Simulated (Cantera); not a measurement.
# Equilibrium for carbon deposition, reforming and gasification: C₃H₆ + NH₃ + O₂

Feed: 1 mol C₃H₆, 0.049 mol NH₃, 0.0084 mol O₂, held at 2250 °C and 15.0 Torr.

Method: chemical equilibrium by Gibbs-energy minimisation in Cantera with the NASA 1993 tables (ideal gas, pure condensed phases). Candidate condensed phases: C, C₆H₆, C₇H₈, C₈H₁₈, H₂O; 136 gas species. The numbers say what is thermodynamically allowed, not how fast it happens.

The x(H₂) comes out as 0.800 and the x(H) is 0.176. The x(C₂H₂ (acetylene)) is 0.00953, the x(CO) comes out as 0.00492 and the x(N₂) is 0.00460. The x(HCN) is 0.00455. The x(HNC) comes out as 0.000547 and the x(C₂H) comes out as 0.000158. The x(CN) is 5.98e-5 and the n(C(graphite)) comes out as 2.90 mol. The gas amount comes out as 3.416 mol.
